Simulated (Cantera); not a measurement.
What does this Cantera script print?

```python
import numpy as np
import cantera as ct

gas_names = """
    CL CL2 H HCL H2 Si SiCL SiCL2 SiCL3 SiCL4 SiH SiHCL3 SiH2 SiH2CL2 SiH3 SiH3CL SiH4 Si2 Si3
""".split()
cond_names = """
    Si(cr) Si(L)
""".split()


def load(file, names, dense=False):
    # The tables refer to 1 bar. Condensed volumes are neglected.
    table = {s.name: s for s in ct.Species.list_from_file(file)}
    out = []
    for n in names:
        d = dict(table[n].input_data)
        d["thermo"] = dict(d["thermo"], **{"reference-pressure": 1e5})
        if dense:
            d["equation-of-state"] = {"model": "constant-volume", "density": "1e6 g/cm^3"}
        out.append(ct.Species.from_dict(d))
    return out


gas = ct.Solution(thermo="ideal-gas", species=load("nasa_gas.yaml", gas_names))
cond = {s.name: ct.Solution(thermo="fixed-stoichiometry", species=[s], name=s.name)
        for s in load("nasa_condensed.yaml", cond_names, dense=True)}
atoms = {
    'Si': {'Si': 1},
    'HCl': {'H': 1, 'CL': 1},
    'H2': {'H': 2},
}
top_T = {}  # K; cautious upper limits of use, not melting points


def equilibrate(T, P, feed):
    n = {}
    for name, mol in feed.items():
        for a, k in atoms[name].items():
            n[a] = n.get(a, 0.0) + k * mol
    gas.TPX = T, P, n
    mass = sum(n.values()) * gas.mean_molecular_weight
    gas.equilibrate("TP")
    valid = [c for c in cond.values() if c.min_temp <= T <= top_T.get(c.name, c.max_temp)]
    mix = ct.Mixture([(gas, mass / gas.mean_molecular_weight)] + [(c, 0.0) for c in valid])
    mix.T, mix.P = T, P
    mix.equilibrate("TP", solver="vcs", rtol=1e-11, max_steps=5000)
    return mix


results = []
feed = {'Si': 1, 'HCl': 2.3, 'H2': 12}  # mol
P = 13332.2  # Pa
for T in [1275, 1300, 1325, 1350, 1375, 1400, 1425, 1450, 1475, 1500, 1525]:
    mix = equilibrate(T, P, feed)
    results.append((T, P, feed, dict(zip(mix.species_names, mix.species_moles))))

top = {s: max(r[3][s] / sum(r[3][g] for g in gas_names) for r in results) for s in gas_names}
cols = sorted((s for s in top if top[s] > 0.0001), key=lambda s: -top[s])[:7]
seen = [c for c in cond_names if any(r[3].get(c, 0) > 1e-12 for r in results)]
print("log10 of partial pressures in bar; condensed amounts in mol")
print(f"{'T/K':>10s}" + "".join(f"{s[:9]:>10s}" for s in cols + seen))
for T, P, feed, n in results:
    ng = sum(n[g] for g in gas_names)
    print(f"{T:10.4g}" + "".join(f"{np.log10(max(n[s] / ng * P / 1e5, 1e-99)):10.3f}" for s in cols)
          + "".join(f"{n.get(c, 0):10.4g}" for c in seen))
```

Output:

```
log10 of partial pressures in bar; condensed amounts in mol
       T/K        H2       HCL     SiCL2     SiCL4    SiHCL3     SiCL3   SiH2CL2    Si(cr)
      1275    -0.921    -2.054    -2.773    -2.864    -3.125    -3.225    -4.244    0.5303
      1300    -0.923    -2.023    -2.697    -2.956    -3.197    -3.213    -4.289    0.5336
      1325    -0.925    -1.997    -2.632    -3.060    -3.279    -3.213    -4.341    0.5352
      1350    -0.927    -1.976    -2.577    -3.176    -3.369    -3.226    -4.398    0.5353
      1375    -0.928    -1.960    -2.532    -3.303    -3.467    -3.248    -4.460    0.5343
      1400    -0.929    -1.947    -2.495    -3.438    -3.571    -3.281    -4.526    0.5326
      1425    -0.930    -1.938    -2.465    -3.580    -3.680    -3.320    -4.595    0.5303
      1450    -0.931    -1.931    -2.441    -3.727    -3.792    -3.365    -4.667    0.5277
      1475    -0.932    -1.926    -2.422    -3.876    -3.906    -3.415    -4.739     0.525
      1500    -0.932    -1.923    -2.407    -4.026    -4.020    -3.467    -4.812    0.5222
      1525    -0.932    -1.921    -2.394    -4.175    -4.134    -3.521    -4.885    0.5194
```

These are equilibrium values from Cantera (NASA tables, ideal gas, pure condensed phases), not measurements of a reactor. The tables' values for SiCl3 are old estimates; treat these amounts as uncertain.
